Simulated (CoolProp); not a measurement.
Vapour-liquid equilibrium of ethylbenzene (1) + n-nonane (2) at 421 K; x and y are mole fractions of (1).

Computed with CoolProp (multi-fluid Helmholtz-energy mixture model, Zhou 2012 and Lemmon 2006; pair parameters Bell 2016).

```tsv
x	bubble pressure (MPa)	y at the bubble point	dew pressure at overall composition x (MPa)	liquid density (mol/L)
0.05	0.09694	0.079	0.09574	4.848
0.15	0.1032	0.222	0.09995	5.014
0.25	0.1091	0.346	0.1045	…
0.35	0.1145	0.454	0.1093	5.381
0.45	0.1194	0.550	0.1143	…
0.55	…	…	0.1194	…
0.65	0.1278	0.718	0.1245	6.044
0.75	0.1311	0.797	0.1292	6.302
0.85	…	0.875	0.1332	6.582
0.95	0.1363	0.957	0.1362	6.888
```

Task: What belongs in the gaps?

Result: 
- 0.25, liquid density (mol/L): 5.191
- 0.45, liquid density (mol/L): 5.586
- 0.55, bubble pressure (MPa): 0.1239
- 0.55, y at the bubble point: 0.637
- 0.55, liquid density (mol/L): 5.806
- 0.85, bubble pressure (MPa): 0.1340

No azeotrope shows between x = 0.05 and 0.95.

Pair parameters are fitted to limited data, so mixtures are less certain than the pure fluids.
